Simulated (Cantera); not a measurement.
Reactions in the system K-O-S

Cantera with NASA thermochemical tables; ideal gases at 1 bar, condensed phases pure. Values are per mole of reaction as written; species without (g) are pure solids or liquids, kept so even where they would boil at 1 bar.

2 K(g) + 2 SO3(g) = SO2(g) + K2SO4

```csv
T (K),ΔH° (kJ),ΔS° (J/K),ΔG° (kJ),log10 K
300,-1121.0,-410.3,-997.9,173.75
475,-1115.2,-395.1,-927.5,101.99
575,-1111.1,-387.3,-888.4,80.70
675,-1106.3,-379.7,-850.0,65.78
775,-1100.6,-371.8,-812.4,54.76
875,-1085.8,-354.2,-775.8,46.31
975,-1080.6,-348.6,-740.7,39.68
```
